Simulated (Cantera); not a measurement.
## Thermodynamics of silicon nitride deposition, feed trisilylamine + N2 + H2 + NH3

Charge: 1 mol trisilylamine, 37 mol N2, 25 mol H2, 4 mol NH3, held at 10.0 Torr.

These are equilibrium values from Cantera (NASA tables, ideal gas, pure condensed phases), not measurements of a reactor. Candidate condensed phases: Si, Si3N4; 18 gas species. The feed counts by its element totals alone. The tables' values for SiN are old estimates; treat these amounts as uncertain. Gases not in the tables: Si2H6 and higher silanes. Rates play no part.

From 1000 K to 1700 K the condensed part is Si3N4(s). From 1800 K to 2000 K the condensed part is Si(l).

| T (K) | x N2 | x H2 | x H | x Si | x SiH | x Si2N | n Si3N4(s) | n Si(l) |
|---|---|---|---|---|---|---|---|---|
| 1000 | 0.514 | 0.486 | 1.37e-8 | <1e-12 | <1e-12 | <1e-12 | 1.00 | 0 |
| 1100 | 0.514 | 0.486 | 1.56e-7 | <1e-12 | <1e-12 | <1e-12 | 1.00 | 0 |
| 1200 | 0.514 | 0.486 | 1.19e-6 | <1e-12 | <1e-12 | <1e-12 | 1.00 | 0 |
| 1300 | 0.514 | 0.486 | 6.68e-6 | 5.66e-12 | 3.78e-12 | <1e-12 | 1.00 | 0 |
| 1400 | 0.514 | 0.486 | 2.94e-5 | 5.49e-10 | 2.20e-10 | 1.08e-12 | 1.00 | 0 |
| 1500 | 0.514 | 0.486 | 0.000106 | 2.87e-8 | 7.41e-9 | 1.66e-10 | 1.000 | 0 |
| 1600 | 0.514 | 0.486 | 0.000328 | 9.07e-7 | 1.59e-7 | 1.35e-8 | 1.000 | 0 |
| 1700 | 0.513 | 0.486 | 0.000889 | 1.90e-5 | 2.36e-6 | 6.41e-7 | 0.999 | 0 |
| 1800 | 0.526 | 0.472 | 0.00213 | 0.000238 | 2.15e-5 | 1.42e-5 | 0 | 2.98 |
| 1900 | 0.525 | 0.469 | 0.00471 | 0.000946 | 6.49e-5 | 3.83e-5 | 0 | 2.91 |
| 2000 | 0.522 | 0.464 | 0.00960 | 0.00327 | 0.000174 | 9.32e-5 | 0 | 2.71 |
x: gas mole fraction; n: condensed amount in mol.
